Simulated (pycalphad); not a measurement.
Effect of Si content in Al-Si-Fe

All values are pycalphad results on the COST 507 light-alloy database (1999) (1 atm), not direct measurements. The database dates from 1999; later assessments differ in places, in temperatures and in the compounds included. Amounts are mole fractions of atoms.

Question: One of these alloys has its liquidus at 908 K, its solidus at 849 K, and holds FCC_A1 0.61, LIQUID 0.38, ALFESI_BETA under 0.01 at 875 K. Which?
A. Al-3.89Si-0.24Fe (at.%)
B. Al-23.37Si-0.24Fe (at.%)
C. Al-7.79Si-0.24Fe (at.%)

Answer: A, Al-3.89Si-0.24Fe (at.%). The others: Al-7.79Si-0.24Fe (at.%), liquidus 881, solidus 849; Al-23.37Si-0.24Fe (at.%), liquidus 1017, solidus 849

Database names, with the compositions (at.%) that they take in these runs: ALFESI_BETA: Al 70 Si 15 Fe 15. FCC_A1 is fcc.
